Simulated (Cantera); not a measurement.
A perfectly stirred reactor is fed with CH₄ : H₂ = 0.022 : 1 (molar parts), at 0.316 atm; it is held at 1600 K, and followed from long to short residence time.

Computed with Cantera and GRI-Mech 3.0 (53 species, 325 reactions). GRI-Mech 3.0 stops at C3 and has no aromatics, soot or wall deposition, so with more carbon than oxygen in the feed, carbon stays in small species such as C2H2 where larger ones or solid carbon would form.

### Question
Predict: x(CH₄) at τ = 1.50 s; x(H₂) at τ = 1.50 s; x(CH₃) at τ = 1.50 s; x(H) at τ = 1.50 s; x(CH₄) at τ = 31.0 ms; x(H₂) at τ = 31.0 ms; x(CH₃) at τ = 31.0 ms; x(H) at τ = 31.0 ms.

### Answer
* **x(CH₄) at τ = 1.50 s**: 0.0157
* **x(H₂) at τ = 1.50 s**: 0.981
* **x(CH₃) at τ = 1.50 s**: 3.01e-5
* **x(H) at τ = 1.50 s**: 9.29e-5
* **x(CH₄) at τ = 31.0 ms**: 0.0213
* **x(H₂) at τ = 31.0 ms**: 0.978
* **x(CH₃) at τ = 31.0 ms**: 3.86e-5
* **x(H) at τ = 31.0 ms**: 8.76e-5
